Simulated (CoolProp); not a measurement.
A single-stage vapour-compression cycle with carbonyl sulfide: evaporating at 203.15 K (dew point), condensing at 224.15 K (bubble point), superheat 10 K, subcooling 5 K, compressor efficiency 0.75, no pressure losses. Each further row changes one setting.

Model: reference Helmholtz-energy equation of state, Lemmon 2006, in CoolProp. It is a short technical equation, of lower accuracy than the large ones.

```tsv
case	cooling COP	pressure ratio	discharge temperature (K)	refrigerating effect (kJ/kg)	volumetric capacity (kJ/m³)
as stated	6.56	2.93	287.0	309	387
evaporating temperature 208.15 K	9.04	2.22	272.7	312	505
condensing temperature 219.15 K	8.78	2.32	270.1	315	394
subcooling 10 K	6.69	2.93	287.0	315	394
superheat 20 K	6.40	2.93	299.1	315	376
compressor efficiency 0.65	5.69	2.93	297.4	309	387
```
